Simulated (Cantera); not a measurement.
A freely propagating, adiabatic, planar premixed flame of H₂ : O₂ : N₂ = 1 : 0.357 : 1.34 (molar parts), unburnt at 550 K and 110000 Pa; mixture-averaged transport, grid criteria slope 0.08 and curve 0.16, no radiation.

Cantera simulation using the H2/O2 subset of GRI-Mech 3.0, which has no nitrogen chemistry; the numbers are that mechanism's predictions, not measurements. Burning velocities carry a grid error of a few per cent, more on coarse grids.

### Question
Predict: laminar burning velocity; thermal thickness; peak x(HO₂); peak x(OH); peak x(H₂O₂).

### Answer
```json
{
  "laminar_burning_velocity": "767 cm/s",
  "thermal_thickness": "0.390 mm",
  "peak x(HO₂)": "0.000346",
  "peak x(OH)": "0.0129",
  "peak x(H₂O₂)": "2.05e-5"
}
```
